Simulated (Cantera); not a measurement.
An adiabatic, constant-volume homogeneous reactor starts with CH4 : C2H6 : C3H8 : O2 : N2 = 1 : 0.06 : 0.23 : 9.08 : 64.5 (molar parts), at 1800 K and 2.17 atm. Integrator tolerance rtol = 1e-08.

Model: GRI-Mech 3.0 (53 species, 325 reactions), integrated in Cantera. GRI-Mech 3.0 was tuned for natural gas; its chemistry of propane as a main component is partial and can be far from experiment.

Task: What does this change do: 0.68 parts H2 added?

Result: 
| quantity | before | after |
|---|---|---|
| time of steepest temperature rise | 12.7 µs | 10.1 µs |
| temperature at 4.00 s | 2356 K | 2409 K |
| equilibrium temperature | 2356 K | 2409 K |
| x(CH4) at 4.00 s | <1e-12 (gas-phase equilibrium <1e-12) | <1e-12 (gas-phase equilibrium <1e-12) |
| x(C2H6) at 4.00 s | <1e-12 (gas-phase equilibrium <1e-12) | <1e-12 (gas-phase equilibrium <1e-12) |
| x(C3H8) at 4.00 s | <1e-12 (gas-phase equilibrium <1e-12) | <1e-12 (gas-phase equilibrium <1e-12) |
| x(NO) at 4.00 s | 0.0106 (gas-phase equilibrium 0.0106) | 0.0112 (gas-phase equilibrium 0.0112) |
| x(C2H4) at 4.00 s | <1e-12 (gas-phase equilibrium <1e-12) | <1e-12 (gas-phase equilibrium <1e-12) |
| x(HCN) at 4.00 s | <1e-12 (gas-phase equilibrium <1e-12) | 1.18e-12 (gas-phase equilibrium 1.18e-12) |
| x(NO2) at 4.00 s | 1.08e-5 (gas-phase equilibrium 1.08e-5) | 1.05e-5 (gas-phase equilibrium 1.05e-5) |
